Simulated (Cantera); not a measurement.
Source: NASA polynomial tables (part measured, part estimated), evaluated in Cantera. Values are per mole of reaction as written; species without (g) are pure solids or liquids, kept so even where they would boil at 1 bar.

Task: Between 973 and 1323 K, where is each reaction favourable under standard conditions?
- N₂(g) + 2 TaO₂(g) → 2 NO₂(g) + 2 Ta

Result: 
- N₂(g) + 2 TaO₂(g) → 2 NO₂(g) + 2 Ta: ΔG° is 649 kJ at 973 K and 710 kJ at 1323 K; it stays positive (K < 1). ΔH° is 485 kJ and ΔS° -170 J/K at 1323 K.
